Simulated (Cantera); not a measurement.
Input: 1 mol Fe3O4, 0.48 mol CH4, 0.13 mol CO, equilibrated at 2600 K and 0.0130 bar.

Equilibrium computed with Cantera from the NASA thermochemical tables; the gas is ideal and each condensed phase is pure. Candidate condensed phases: C, C6H6, C7H8, C8H18, Fe, Fe(CO)5, FeO, Fe(OH)2, Fe(OH)3, Fe2O3, Fe3O4, H2O; 114 gas species. Rates play no part.

Base state: Fe 0.400, O2 0.120, FeO 0.0993, H2O 0.0897, O 0.0706, CO 0.0619, H 0.0494, OH 0.0476 (mole fractions); condensed: gas only.

Task: What changes in the equilibrium state with this change: CH4 from 0.48 to 4.7 mol?

Result: 
```json
[
 {"species": "H2", "before": "0.0216", "after": "0.396"},
 {"species": "CO", "before": "0.0619", "after": "0.223"},
 {"species": "H", "before": "0.0494", "after": "0.212"},
 {"species": "Fe", "before": "0.400", "after": "0.162"},
 {"species": "O2", "before": "0.120", "after": "<1e-9"},
 {"species": "FeO", "before": "0.0993", "after": "<1e-9"},
 {"species": "O", "before": "0.0706", "after": "<1e-9"},
 {"species": "CO2", "before": "0.0398", "after": "1.92e-9"},
 {"species": "OH", "before": "0.0476", "after": "2.73e-9"},
 {"species": "H2O", "before": "0.0897", "after": "2.20e-8"},
 {"species": "C2H2 (acetylene)", "before": "<1e-9", "after": "0.00642"},
 {"species": "C2H", "before": "<1e-9", "after": "0.000302"},
 {"species": "Fe(OH)2", "before": "0.000196", "after": "<1e-9"},
 {"species": "C3", "before": "<1e-9", "after": "0.000170"},
 {"species": "C(graphite), mol", "before": "0", "after": "0.437"}
]
```
